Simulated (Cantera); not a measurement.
What does this Cantera script print?

```python
import numpy as np
import cantera as ct

gas_names = """
    F F2 N NF NF2 NF3 N2 Si SiF SiF2 SiF3 SiF4 SiN Si2 Si2N Si3
""".split()
cond_names = """
    Si(cr) Si(L) Si3N4(a)
""".split()


def load(file, names, dense=False):
    # The tables refer to 1 bar. Condensed volumes are neglected.
    table = {s.name: s for s in ct.Species.list_from_file(file)}
    out = []
    for n in names:
        d = dict(table[n].input_data)
        d["thermo"] = dict(d["thermo"], **{"reference-pressure": 1e5})
        if dense:
            d["equation-of-state"] = {"model": "constant-volume", "density": "1e6 g/cm^3"}
        out.append(ct.Species.from_dict(d))
    return out


gas = ct.Solution(thermo="ideal-gas", species=load("nasa_gas.yaml", gas_names))
cond = {s.name: ct.Solution(thermo="fixed-stoichiometry", species=[s], name=s.name)
        for s in load("nasa_condensed.yaml", cond_names, dense=True)}
atoms = {
    'Si': {'Si': 1},
    'NF3': {'N': 1, 'F': 3},
}
top_T = {'Si3N4(a)': 2400}  # K; cautious upper limits of use, not melting points


def equilibrate(T, P, feed):
    n = {}
    for name, mol in feed.items():
        for a, k in atoms[name].items():
            n[a] = n.get(a, 0.0) + k * mol
    gas.TPX = T, P, n
    mass = sum(n.values()) * gas.mean_molecular_weight
    gas.equilibrate("TP")
    valid = [c for c in cond.values() if c.min_temp <= T <= top_T.get(c.name, c.max_temp)]
    mix = ct.Mixture([(gas, mass / gas.mean_molecular_weight)] + [(c, 0.0) for c in valid])
    mix.T, mix.P = T, P
    mix.equilibrate("TP", solver="vcs", rtol=1e-11, max_steps=5000)
    return mix


results = []
feed = {'Si': 1, 'NF3': 4.2}  # mol
P = 1000  # Pa
for T in [523, 623, 723, 823, 923, 1023, 1123, 1223, 1323, 1423]:
    mix = equilibrate(T, P, feed)
    results.append((T, P, feed, dict(zip(mix.species_names, mix.species_moles))))

top = {s: max(r[3][s] / sum(r[3][g] for g in gas_names) for r in results) for s in gas_names}
cols = sorted((s for s in top if top[s] > 0.001), key=lambda s: -top[s])[:8]
seen = [c for c in cond_names if any(r[3].get(c, 0) > 1e-12 for r in results)]
print("log10 of partial pressures in bar; condensed amounts in mol")
print(f"{'T/K':>10s}" + "".join(f"{s[:9]:>10s}" for s in cols + seen))
for T, P, feed, n in results:
    ng = sum(n[g] for g in gas_names)
    print(f"{T:10.4g}" + "".join(f"{np.log10(max(n[s] / ng * P / 1e5, 1e-99)):10.3f}" for s in cols)
          + "".join(f"{n.get(c, 0):10.4g}" for c in seen))
```

Output:

```
log10 of partial pressures in bar; condensed amounts in mol
       T/K         F       NF3        F2        N2      SiF4
       523    -7.103    -2.202    -4.429    -2.830    -2.658
       623    -5.131    -2.267    -3.080    -2.778    -2.682
       723    -3.853    -2.707    -2.409    -2.621    -2.794
       823    -3.083    -3.674    -2.304    -2.573    -2.878
       923    -2.581    -4.774    -2.429    -2.609    -2.929
      1023    -2.290    -6.014    -2.756    -2.676    -2.998
      1123    -2.175    -7.404    -3.278    -2.724    -3.046
      1223    -2.144    -8.751    -3.847    -2.740    -3.062
      1323    -2.137    -9.944    -4.368    -2.744    -3.066
      1423    -2.135   -10.981    -4.826    -2.745    -3.068
```

Equilibrium computed with Cantera from the NASA thermochemical tables; the gas is ideal and each condensed phase is pure.
